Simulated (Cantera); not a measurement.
A Cantera script and what it prints.

```python
import numpy as np
import cantera as ct

gas_names = """
    CL CL2 H HCL H2 Si SiCL SiCL2 SiCL3 SiCL4 SiH SiHCL3 SiH2 SiH2CL2 SiH3 SiH3CL SiH4 Si2 Si3
""".split()
cond_names = """
    Si(cr) Si(L)
""".split()


# ... load() reads the species with a 1 bar reference pressure and builds the phases ...
atoms = {
    'Si': {'Si': 1},
    'HCl': {'H': 1, 'CL': 1},
    'H2': {'H': 2},
}
top_T = {}  # K; cautious upper limits of use, not melting points


# ... equilibrate(T, P, feed) seeds the gas with the atoms and calls Mixture.equilibrate('TP', solver="vcs", rtol=1e-11, max_steps=5000) ...
results = []
feed = {'Si': 1, 'HCl': 4.6, 'H2': 1}  # mol
T = 1098.15  # K
P = 16000  # Pa
mix = equilibrate(T, P, feed)
results.append((T, P, feed, dict(zip(mix.species_names, mix.species_moles))))
print(gas.report(threshold=1e-05))
for i in range(1, mix.n_phases):
    print(f"{mix.phase(i).name:16s} {mix.phase_moles(i):12.5e} mol")
```

It prints:

```
       temperature   1098.2 K
          pressure   16000 Pa
           density   0.075246 kg/m^3
  mean mol. weight   42.94 kg/kmol
   phase of matter   gas

                          1 kg             1 kmol
                     ---------------   ---------------
          enthalpy       -2.7527e+06        -1.182e+08  J
   internal energy       -2.9653e+06       -1.2733e+08  J
           entropy            6142.6        2.6376e+05  J/K
    Gibbs function       -9.4982e+06       -4.0785e+08  J
 heat capacity c_p            1097.6             47133  J/K
 heat capacity c_v            904.02             38819  J/K

                      mass frac. Y      mole frac. X     chem. pot. / RT
                     ---------------   ---------------   ---------------
               HCL           0.12406           0.14612           -38.386
                H2          0.029898           0.63681           -20.027
             SiCL2        0.00077586        0.00033657           -65.915
             SiCL3         0.0068813          0.002198           -94.288
             SiCL4           0.79778           0.20165           -122.66
            SiHCL3          0.040381          0.012802            -104.3
           SiH2CL2        0.00022874        9.7247e-05           -85.943
     [  +12 minor]        3.1308e-07        2.5559e-07

Si(cr)            0.00000e+00 mol
```

These are equilibrium values from Cantera (NASA tables, ideal gas, pure condensed phases), not measurements of a reactor. The tables' values for SiCl3 are old estimates; treat these amounts as uncertain.
